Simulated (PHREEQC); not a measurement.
Consider water at 15 °C with 0.04 mol BaCl2, 0.17 mol Cu(NO3)2 and 0.00012 mol AlCl3 per kg of water. Closed to the air; pH follows from the charge balance.

Computed with PHREEQC (ion-association model, phreeqc.dat).

```json
{
  "pH": "4.27",
  "ionic_strength": "0.621 mol/kgw",
  "activity_of_water": "0.989",
  "specific_conductance": "25000 µS/cm",
  "density": "1.032 g/cm³"
}
```

```tsv
species	molality	activity	log γ
NO3-	0.340	0.203	-0.223
Cu+2	0.165	0.0395	-0.621
Cl-	0.0754	0.0483	-0.194
Ba+2	0.0400	0.00828	-0.684
CuCl+	0.00484	0.00309	-0.195
Al+3	0.000116	9.80e-6	-1.072
```

No solid was allowed to form.
